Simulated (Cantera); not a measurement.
An isothermal, constant-pressure homogeneous reactor starts with H2 : O2 : N2 = 0.63 : 1 : 3.3 (molar parts), equivalence ratio 0.32, at 1050 K and 0.133 bar.

Model: the H2/O2 subset of GRI-Mech 3.0, which has no nitrogen chemistry, integrated in Cantera. The temperature is held fixed by assumption; the heat of reaction is taken as removed at once.

One state of this run: x H2 = 0.00274; x O2 = 0.149; x H2O = 0.132; x H = 0.00209; x H2O2 = 2.09e-6. x: mole fraction; the columns are a selection and need not sum to one.

Question: Which value of t (s) does it belong to?
(A) 0.112
(B) 0.00178
(C) 20.0
(D) 2.82e-5

Answer: B, 0.00178
